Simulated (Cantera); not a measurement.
Input: 1 mol Cu₂O, 0.9 mol H₂, 49 mol N₂, at 1825 K and 77.0 Pa.

Method: chemical equilibrium by Gibbs-energy minimisation in Cantera with the NASA 1993 tables (ideal gas, pure condensed phases). Candidate condensed phases: Cu, CuO, Cu(OH)₂, Cu₂O, H₂O; 27 gas species. Kinetics and transport are ignored.

Base state: N₂ 0.942, Cu 0.0384, H₂O 0.0157, O₂ 0.00122, H₂ 0.00110, OH 0.000526, H 0.000525, NO 0.000377 (mole fractions); condensed: gas only.

Task: What changes in the equilibrium state with this change: temperature from 1825 K to 2123.15 K?

Result: 
```
species    before    after
-------  --------  -------
N₂          0.942    0.933
Cu         0.0384   0.0381
H        0.000525  0.00822
H₂O        0.0157  0.00799
O        0.000194  0.00291
OH       0.000526  0.00201
H₂        0.00110  0.00404
NO       0.000377  0.00124
```
